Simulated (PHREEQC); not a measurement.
A solution holds 0.066 mol/kgw KOH and 0.25 mol/kgw H3BO3, at 20 °C. Closed to the air; pH follows from the charge balance.

All values are PHREEQC results (Pitzer model, pitzer.dat), not measurements.

The ionic strength comes out as 0.0714 mol/kgw. What activity coefficients do B4O5(OH)4-2, K+, OH-, B(OH)4-, B3O3(OH)4- get?

B4O5(OH)4-2 0.32, K+ 0.76, OH- 0.79, B(OH)4- 0.77, B3O3(OH)4- 0.70. Single-ion values are on the MacInnes scale.

Precipitation was switched off in this run.
